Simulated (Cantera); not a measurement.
A closed system holds: 1 mol SiF4, 0.94 mol NH3, 11 mol N2, at 0.100 bar.

Cantera equilibrium calculation (NASA polynomials, part measured and part estimated; ideal gas, pure solids and liquids). Candidate condensed phases: Si, Si3N4; 37 gas species. Kinetics and transport are ignored.

### Question
Which condensed phases are stable at each of these points (T (K)): 950, 1025, 1100, 1175, 1250, 1325, 1400, 1475, 1550?

### Answer
```json
[
 {"T (K)": "950", "condensed phases": "Si3N4(s)", "Si condensed (%)": "0.0"},
 {"T (K)": "1025", "condensed phases": "Si3N4(s)", "Si condensed (%)": "0.1"},
 {"T (K)": "1100", "condensed phases": "Si3N4(s)", "Si condensed (%)": "0.1"},
 {"T (K)": "1175", "condensed phases": "Si3N4(s)", "Si condensed (%)": "0.2"},
 {"T (K)": "1250", "condensed phases": "Si3N4(s)", "Si condensed (%)": "0.2"},
 {"T (K)": "1325", "condensed phases": "Si3N4(s)", "Si condensed (%)": "0.2"},
 {"T (K)": "1400", "condensed phases": "gas only", "Si condensed (%)": "0.0"},
 {"T (K)": "1475", "condensed phases": "gas only", "Si condensed (%)": "0.0"},
 {"T (K)": "1550", "condensed phases": "gas only", "Si condensed (%)": "0.0"}
]
```

From 950 K to 1325 K the condensed part is Si3N4(s). From 1400 K to 1550 K nothing is condensed.
